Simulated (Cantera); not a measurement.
An adiabatic, constant-pressure homogeneous reactor starts with CH4 : O2 : N2 = 1 : 1.54 : 5.78 (molar parts), at 1100 K and 500000 Pa. Integrator tolerance rtol = 1e-08.

Detailed kinetics in Cantera: GRI-Mech 3.0 (53 species, 325 reactions).

Question: What does this change do: 0.014 parts C2H6 added?

Answer: 
```tsv
quantity	before	after
time of steepest temperature rise	44.6 ms	27.9 ms
temperature at 0.300 s	2628 K	2612 K
equilibrium temperature	2628 K	2612 K
x(CH4) at 0.300 s	1.11e-12 (gas-phase equilibrium 1.29e-12)	1.80e-12 (gas-phase equilibrium 2.07e-12)
x(O2) at 0.300 s	0.000483 (gas-phase equilibrium 0.000483)	0.000330 (gas-phase equilibrium 0.000330)
x(NO) at 0.300 s	0.00125 (gas-phase equilibrium 0.00125)	0.00100 (gas-phase equilibrium 0.00100)
x(C2H4) at 0.300 s	<1e-12 (gas-phase equilibrium <1e-12)	<1e-12 (gas-phase equilibrium <1e-12)
x(H) at 0.300 s	0.00387 (gas-phase equilibrium 0.00387)	0.00385 (gas-phase equilibrium 0.00385)
x(O) at 0.300 s	0.000261 (gas-phase equilibrium 0.000261)	0.000201 (gas-phase equilibrium 0.000201)
```
